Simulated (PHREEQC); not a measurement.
A PHREEQC input (ion-association model, phreeqc.dat):

```
SOLUTION 1
  temp 25
  units mg/L
  pH 5.93
  pe 8.4
  Na 0.0697
  K 0.0054
  Ca 0.0299
  Mg 0.0363
  Cl 0.0732
  S(6) 0.0602 as SO4
  Alkalinity 0.262 as HCO3
  Cd 0.000873
  B 0.000222
END
USE solution 1
EQUILIBRIUM_PHASES 1
  Gypsum 0 0
  CO2(g) 2 10
END
```

The run finishes without an error or a warning.

Its last state differs from that of the intended input:

```json
[
 {"quantity": "pH", "as run": "3.08", "intended": "4.99"},
 {"quantity": "ionic strength (mol/kgw)", "as run": "0.000862", "intended": "2.09e-5"},
 {"quantity": "CO2 (mol/kgw)", "as run": "1.58", "intended": "0.000340"},
 {"quantity": "HCO3- (mol/kgw)", "as run": "0.000856", "intended": "1.47e-5"},
 {"quantity": "(CO2)2 (mol/kgw)", "as run": "0.0458", "intended": "2.13e-9"},
 {"quantity": "HSO4- (mol/kgw)", "as run": "4.24e-8", "intended": "6.20e-10"},
 {"quantity": "SI of Otavite (CdCO3)", "as run": "-6.40", "intended": "-6.20"},
 {"quantity": "SI of Gypsum (CaSO4:2H2O)", "as run": "-7.92", "intended": "-7.77"}
]
```

Task: One thing in the input isn't as intended. What explains the difference?

Result: Several could match; the one computed here: The fault: the CO2 pressure typed with the wrong sign of its logarithm. The line should read `CO2(g) -2` where the input has `CO2(g) 2`.
